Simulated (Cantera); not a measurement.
A freely propagating, adiabatic, planar premixed flame of H2 : O2 : N2 = 1 : 0.333 : 1.25 (molar parts), equivalence ratio 1.5, unburnt at 625 K and 0.642 atm; mixture-averaged transport, grid criteria slope 0.08 and curve 0.16, no radiation.

Detailed kinetics in Cantera: the H2/O2 subset of GRI-Mech 3.0, which has no nitrogen chemistry. Burning velocities carry a grid error of a few per cent, more on coarse grids.

x: mole fraction of selected species; z is measured from the peak of heat release.

| z (mm) | T (K) | u (m/s) | x H2 | x O2 | x OH | x H2O2 | x O | x H |
|---|---|---|---|---|---|---|---|---|
| -2.41 | 625 | 9.15 | 0.387 | 0.129 | <1e-8 | <1e-8 | <1e-8 | <1e-8 |
| -1.61 | 625 | 9.15 | 0.387 | 0.129 | <1e-8 | <1e-8 | <1e-8 | <1e-8 |
| -1.20 | 625 | 9.15 | 0.387 | 0.129 | <1e-8 | <1e-8 | <1e-8 | <1e-8 |
| -0.803 | 625 | 9.15 | 0.387 | 0.129 | <1e-8 | <1e-8 | <1e-8 | 1.94e-7 |
| -0.401 | 638 | 9.31 | 0.385 | 0.129 | 5.25e-5 | ___ | 1.03e-5 | 0.000336 |
| -0.201 | 809 | 11.6 | 0.356 | 0.124 | 0.000595 | ___ | 0.000353 | 0.00966 |
| 0 | 1233 | 17.2 | 0.230 | 0.0786 | 0.00353 | ___ | 0.00574 | 0.0635 |
| 0.201 | 1525 | 21.0 | 0.128 | 0.0199 | 0.00798 | ___ | 0.00828 | 0.101 |
| 0.401 | 1651 | 22.5 | 0.114 | 0.00861 | 0.00987 | ___ | 0.00737 | 0.0985 |
| 0.803 | 1786 | 24.2 | 0.118 | 0.00601 | 0.0114 | ___ | 0.00636 | 0.0845 |
| 1.61 | 1934 | 25.9 | 0.124 | 0.00448 | 0.0123 | ___ | 0.00498 | 0.0678 |
| 3.21 | 2081 | 27.5 | 0.130 | 0.00301 | 0.0121 | ___ | 0.00343 | 0.0515 |
| 6.42 | 2214 | 29.0 | 0.134 | 0.00177 | 0.0107 | ___ | 0.00205 | 0.0370 |

Q: Fill in the missing entries.

A: 
- -0.401, x H2O2: 1.52e-6
- -0.201, x H2O2: 4.65e-6
- 0, x H2O2: 2.10e-6
- 0.201, x H2O2: 1.48e-6
- 0.401, x H2O2: 1.01e-6
- 0.803, x H2O2: 5.93e-7
- 1.61, x H2O2: 3.16e-7
- 3.21, x H2O2: 1.71e-7
- 6.42, x H2O2: 9.77e-8
